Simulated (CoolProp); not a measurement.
Properties of R125 along the isotherm 370.4 K.

Values from CoolProp's reference Helmholtz-energy equation of state, Lemmon 2005.

```json
[
 {"p (kPa)": "388", "phase": "gas", "density (kg/m³)": "15.55", "isothermal compressibility (1/MPa)": "2.651"},
 {"p (kPa)": "775", "phase": "gas", "density (kg/m³)": "?", "isothermal compressibility (1/MPa)": "?"},
 {"p (kPa)": "1160", "phase": "gas", "density (kg/m³)": "49.38", "isothermal compressibility (1/MPa)": "0.9458"},
 {"p (kPa)": "1550", "phase": "gas", "density (kg/m³)": "68.26", "isothermal compressibility (1/MPa)": "?"},
 {"p (kPa)": "1940", "phase": "gas", "density (kg/m³)": "88.60", "isothermal compressibility (1/MPa)": "0.6126"},
 {"p (kPa)": "2330", "phase": "gas", "density (kg/m³)": "110.7", "isothermal compressibility (1/MPa)": "0.5349"},
 {"p (kPa)": "2710", "phase": "gas", "density (kg/m³)": "134.3", "isothermal compressibility (1/MPa)": "0.4846"},
 {"p (kPa)": "3100", "phase": "gas", "density (kg/m³)": "161.1", "isothermal compressibility (1/MPa)": "0.4504"},
 {"p (kPa)": "3490", "phase": "gas", "density (kg/m³)": "191.1", "isothermal compressibility (1/MPa)": "0.4292"},
 {"p (kPa)": "3880", "phase": "supercritical", "density (kg/m³)": "225.4", "isothermal compressibility (1/MPa)": "0.4184"},
 {"p (kPa)": "4260", "phase": "supercritical", "density (kg/m³)": "264.1", "isothermal compressibility (1/MPa)": "0.4160"},
 {"p (kPa)": "4650", "phase": "supercritical", "density (kg/m³)": "310.7", "isothermal compressibility (1/MPa)": "0.4192"},
 {"p (kPa)": "5040", "phase": "supercritical", "density (kg/m³)": "?", "isothermal compressibility (1/MPa)": "0.4220"},
 {"p (kPa)": "5430", "phase": "supercritical", "density (kg/m³)": "?", "isothermal compressibility (1/MPa)": "0.4120"}
]
```

Some entries are withheld; supply them.


- 775, density (kg/m³): 31.98
- 775, isothermal compressibility (1/MPa): 1.369
- 1550, isothermal compressibility (1/MPa): 0.7351
- 5040, density (kg/m³): 366.2
- 5430, density (kg/m³): 431.1
